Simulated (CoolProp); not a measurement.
Saturated liquid density (kg/m³) of carbonyl sulfide: the reference equation beside estimates from Tc = 378.8 K, pc = 6.369 MPa, ω = 0.098. Rackett uses Z = 0.29056 − 0.08775 ω.

The numbers come from the reference Helmholtz-energy equation of state, Lemmon 2006 in CoolProp. It is a short technical equation, of lower accuracy than the large ones.

| T (K) | reference | Rackett | Redlich-Kwong | Peng-Robinson |
|---|---|---|---|---|
| 282 | 1035 | 1015 | 955.2 | 1095 |
| 288.4 | [?] | 998.6 | 934.8 | 1073 |
| 294.8 | 1000.0 | 981.3 | 913.5 | 1050 |
| 301.2 | 981.3 | [?] | 891.3 | 1025 |
| 307.6 | [?] | 944.8 | [?] | 999.0 |
| 314 | 941.4 | [?] | 843.6 | 971.5 |
| 320.4 | 919.9 | 904.8 | 817.9 | 942.3 |
| 326.8 | 897.0 | 883.1 | 790.8 | 911.0 |
| 333.2 | 872.7 | 860.1 | 761.9 | 877.5 |
| 339.6 | 846.4 | [?] | [?] | 841.1 |

### Question
Fill in the missing entries.

### Answer

- 288.4, reference: 1018
- 301.2, Rackett: 963.4
- 307.6, reference: 961.8
- 307.6, Redlich-Kwong: 868.0
- 314, Rackett: 925.3
- 339.6, Rackett: 835.3
- 339.6, Redlich-Kwong: 730.9

Absolute difference from the reference over all 10 rows, mean and median: Rackett 1.7 and 1.7 %, Redlich-Kwong 10.3 and 10.1 %, Peng-Robinson 3.3 and 3.5 %.
